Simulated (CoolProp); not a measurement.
Values from CoolProp's reference Helmholtz-energy equation of state, Thol 2019.

Question: Give the vapour pressure (bar), liquid density (kg/m³), vapour density (kg/m³), enthalpy of vaporisation (kJ/kg) of saturated n-hexane at 93.45, 115.15, 140.45 °C.

Answer: 
```
T (°C)  p (bar)  liquid density (kg/m³)  vapour density (kg/m³)  enthalpy of vaporisation (kJ/kg)
------  -------  ----------------------  ----------------------  --------------------------------
93.45      2.07                     588                    6.38                               315
115.15     3.57                     564                    10.8                               296
140.45     6.22                     533                    18.8                               270
```
